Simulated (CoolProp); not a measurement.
Vapour-liquid equilibrium of ethane (1) + hydrogen sulfide (2) at 1.35 °C; x and y are mole fractions of (1).

Values from CoolProp's multi-fluid Helmholtz-energy mixture model, Bücker 2006 and Lemmon 2006; pair parameters Kunz 2012.

| x | bubble pressure (MPa) | y at the bubble point | dew pressure at overall composition x (MPa) | liquid density (mol/L) |
|---|---|---|---|---|
| 0.05 | 1.354 | 0.217 | 1.128 | 23.38 |
| 0.15 | 1.739 | 0.413 | 1.254 | 21.61 |
| 0.25 | 1.977 | 0.506 | 1.408 | 20.05 |
| 0.35 | 2.136 | 0.566 | 1.598 | 18.67 |
| 0.45 | 2.254 | 0.615 | 1.831 | 17.45 |
| 0.55 | 2.348 | 0.664 | 2.093 | 16.38 |
| 0.65 | 2.425 | 0.716 | 2.324 | 15.45 |
| 0.75 | 2.480 | 0.778 | 2.459 | 14.66 |
| 0.85 | 2.505 | 0.853 | 2.505 | 13.99 |
| 0.95 | 2.491 | 0.945 | 2.490 | 13.44 |

y crosses x between x = 0.85 and 0.95: the model has an azeotrope there.

Pair parameters are fitted to limited data, so mixtures are less certain than the pure fluids.
